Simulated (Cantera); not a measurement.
A Cantera script and what it prints.

```python
import numpy as np
import cantera as ct

gas_names = """
    F FO FO2 F2 F2O H HF HOF HO2 H2 H2F2 H2O H2O2 H3F3 H4F4 H5F5 H6F6 H7F7 Mg MgF MgF2 MgH MgO MgOH
    MgO2H2 Mg2 Mg2F4 O OH O2 O3
""".split()
cond_names = """
    H2O(s) H2O(L) Mg(cr) Mg(L) MgF2(s) MgF2(L) MgO(s) MgO(L) MgO2H2(s)
""".split()


# ... load() reads the species with a 1 bar reference pressure and builds the phases ...
atoms = {
    'MgF2': {'Mg': 1, 'F': 2},
    'H2': {'H': 2},
    'H2O': {'H': 2, 'O': 1},
}
top_T = {}  # K; cautious upper limits of use, not melting points


# ... equilibrate(T, P, feed) seeds the gas with the atoms and calls Mixture.equilibrate('TP', solver="vcs", rtol=1e-11, max_steps=5000) ...
results = []
feed = {'MgF2': 1, 'H2': 320, 'H2O': 0.55}  # mol
T = 1448  # K
for P in [0.1, 0.56, 3.2, 18, 100, 560, 3200, 18000, 100000]:
    mix = equilibrate(T, P, feed)
    results.append((T, P, feed, dict(zip(mix.species_names, mix.species_moles))))

top = {s: max(r[3][s] / sum(r[3][g] for g in gas_names) for r in results) for s in gas_names}
cols = sorted((s for s in top if top[s] > 1e-06), key=lambda s: -top[s])[:7]
seen = [c for c in cond_names if any(r[3].get(c, 0) > 1e-12 for r in results)]
print("log10 of partial pressures in bar; condensed amounts in mol")
print(f"{'P/Pa':>10s}" + "".join(f"{s[:9]:>10s}" for s in cols + seen))
for T, P, feed, n in results:
    ng = sum(n[g] for g in gas_names)
    print(f"{P:10.4g}" + "".join(f"{np.log10(max(n[s] / ng * P / 1e5, 1e-99)):10.3f}" for s in cols)
          + "".join(f"{n.get(c, 0):10.4g}" for c in seen))
```

Output:

```
log10 of partial pressures in bar; condensed amounts in mol
      P/Pa        H2         H        HF        Mg       H2O      MgF2       MgF   MgF2(s)    MgO(s)
       0.1    -6.009    -8.040    -8.210    -8.511    -8.770   -12.629   -11.590         0         0
      0.56    -5.258    -7.665    -7.461    -7.762    -8.021   -11.133   -10.467         0         0
       3.2    -4.500    -7.286    -6.705    -7.007    -7.263    -9.624    -9.335         0         0
        18    -3.749    -6.910    -5.957    -6.439    -6.914    -8.312    -8.395         0     0.332
       100    -3.003    -6.537    -5.224    -5.844    -6.764    -6.996    -7.440         0    0.4945
       560    -2.255    -6.163    -4.514    -5.235    -6.624    -5.716    -6.495         0    0.5363
      3200    -1.497    -5.784    -3.851    -4.811    -6.291    -4.722    -5.786   0.09236    0.5449
   1.8e+04    -0.746    -5.409    -3.216    -5.329    -5.022    -4.722    -6.045    0.4231     0.533
     1e+05    -0.001    -5.036    -2.527    -5.963    -3.643    -4.722    -6.362    0.5165     0.477
```

Cantera equilibrium calculation (NASA polynomials, part measured and part estimated; ideal gas, pure solids and liquids). Mutual solubility and eutectic melting of coexisting phases are not modelled.
